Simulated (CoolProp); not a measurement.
Saturation properties of chlorine (Tc = 416.9 K, pc = 7.642 MPa, ω = 0.070).

The numbers come from the reference Helmholtz-energy equation of state, Thol 2021 in CoolProp.

```
T (K)  p (MPa)  liquid density (kg/m³)  vapour density (kg/m³)  enthalpy of vaporisation (kJ/kg)  liquid cp (kJ/(kg K))
-----  -------  ----------------------  ----------------------  --------------------------------  ---------------------
211.2  0.02450                    1640                  0.9988                             302.2                 0.9379
228.2  0.06080                    1594                     [?]                             293.1                 0.9383
245.2   0.1310                    1547                   4.707                             283.5                 0.9428
262.2   0.2528                    1499                   8.658                             273.2                 0.9523
279.2   0.4468                    1450                   14.74                             261.9                    [?]
296.2   0.7355                    1399                   23.62                             249.5                    [?]
313.3    1.146                    1344                   36.21                             235.4                  1.021
330.3    1.696                    1286                   53.45                             219.5                  1.064
347.3    2.414                    1223                   76.91                             201.3                  1.127
364.3    3.322                    1151                   109.0                             180.0                  1.227
```

Problem. Fill in the missing entries.

Solution. 
- 228.2, vapour density (kg/m³): 2.315
- 279.2, liquid cp (kJ/(kg K)): 0.9676
- 296.2, liquid cp (kJ/(kg K)): 0.9897

It boils at 239.2 K under 1 atm.
